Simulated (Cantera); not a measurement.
Input: 1 mol Si3N4, 3.6 mol CO2, 16 mol H2, held at 1598 K and 11.0 Pa.

Method: chemical equilibrium by Gibbs-energy minimisation in Cantera with the NASA 1993 tables (ideal gas, pure condensed phases). The tables hold silica as quartz up to 1696 K and as liquid above; real silica turns to tridymite and cristobalite and melts near 1996 K. Rates play no part.

| species | before | after |
|---|---|---|
| H2 | 0.661 | 0.743 |
| CO | 0.149 | 0.167 |
| N2 | 0.0830 | 0.0642 |
| SiO | 0.101 | 0.0255 |
| H2O | 0.00145 | 8.17e-6 |
| CO2 | 0.000109 | 8.93e-7 |
| H | 0.00413 | 0.000274 |
| SiO2(β-quartz), mol | 0.562 | 1.22 |
| Si2N2O(s), mol | 0 | 0.617 |
Gas species are given as mole fractions.

Question: Which change was made?
(A) temperature from 1598 K to 1373.15 K
(B) temperature from 1598 K to 1650 K
(C) CO2 from 3.6 to 0.15 mol
(D) CO2 from 3.6 to 2.3 mol

Answer: A, temperature from 1598 K to 1373.15 K. Mutual solubility and eutectic melting of coexisting phases are not modelled
